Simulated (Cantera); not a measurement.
Feed: 1 mol Ti, 33 mol H₂, at 21.0 mbar.

Equilibrium computed with Cantera from the NASA thermochemical tables; the gas is ideal and each condensed phase is pure. Candidate condensed phases: Ti; 3 gas species. Equilibrium is a limit: real reactors are often held back by kinetics, nucleation or transport.

At 1825 °C, list the 3 most abundant gas species with their mole fractions, and the condensed phases.

H₂ 0.977, H 0.0210, Ti 0.00161. Condensed: Ti(l).
